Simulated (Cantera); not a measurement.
# Counterflow diffusion flame

A counterflow diffusion flame at 0.330 bar, nozzles 20 mm apart: fuel side 100 % H2 at 500 K, oxidiser side 18.0 % O2, 82.0 % N2 at 748 K, fuel mass flux 0.37 times the oxidiser's; mixture-averaged transport, no radiation.

Model: the H2/O2 subset of GRI-Mech 3.0, which has no nitrogen chemistry, integrated in Cantera. The maximum strain rate includes the flame's own expansion and is several times the mean.

```json
[
 {"oxidiser flux (kg/m²/s)": "0.2", "max strain (1/s)": "1150", "mean strain (1/s)": "297", "T max (K)": "2014", "peak x OH": "0.0175", "peak x H": "0.0420", "peak x H2O": "0.225", "peak x HO2": "3.93e-5"},
 {"oxidiser flux (kg/m²/s)": "0.27", "max strain (1/s)": "1530", "mean strain (1/s)": "401", "T max (K)": "1951", "peak x OH": "0.0166", "peak x H": "0.0453", "peak x H2O": "0.223", "peak x HO2": "4.29e-5"},
 {"oxidiser flux (kg/m²/s)": "0.37", "max strain (1/s)": "2080", "mean strain (1/s)": "549", "T max (K)": "1887", "peak x OH": "0.0156", "peak x H": "0.0489", "peak x H2O": "0.222", "peak x HO2": "4.59e-5"},
 {"oxidiser flux (kg/m²/s)": "0.51", "max strain (1/s)": "2830", "mean strain (1/s)": "757", "T max (K)": "1829", "peak x OH": "0.0148", "peak x H": "0.0531", "peak x H2O": "0.219", "peak x HO2": "4.86e-5"},
 {"oxidiser flux (kg/m²/s)": "0.7", "max strain (1/s)": "3890", "mean strain (1/s)": "1040", "T max (K)": "1766", "peak x OH": "0.0137", "peak x H": "0.0569", "peak x H2O": "0.217", "peak x HO2": "5.11e-5"},
 {"oxidiser flux (kg/m²/s)": "0.96", "max strain (1/s)": "5330", "mean strain (1/s)": "1420", "T max (K)": "1698", "peak x OH": "0.0124", "peak x H": "0.0601", "peak x H2O": "0.214", "peak x HO2": "5.36e-5"},
 {"oxidiser flux (kg/m²/s)": "1.3", "max strain (1/s)": "7170", "mean strain (1/s)": "1930", "T max (K)": "1635", "peak x OH": "0.0112", "peak x H": "0.0627", "peak x H2O": "0.211", "peak x HO2": "5.58e-5"},
 {"oxidiser flux (kg/m²/s)": "1.8", "max strain (1/s)": "9890", "mean strain (1/s)": "2670", "T max (K)": "1570", "peak x OH": "0.00990", "peak x H": "0.0653", "peak x H2O": "0.206", "peak x HO2": "5.82e-5"},
 {"oxidiser flux (kg/m²/s)": "2.5", "max strain (1/s)": "13800", "mean strain (1/s)": "3710", "T max (K)": "1506", "peak x OH": "0.00874", "peak x H": "0.0673", "peak x H2O": "0.198", "peak x HO2": "6.05e-5"},
 {"oxidiser flux (kg/m²/s)": "3.4", "max strain (1/s)": "18900", "mean strain (1/s)": "5050", "T max (K)": "1437", "peak x OH": "0.00740", "peak x H": "0.0665", "peak x H2O": "0.188", "peak x HO2": "6.26e-5"}
]
```
x: mole fraction; the columns are a selection and need not sum to one.
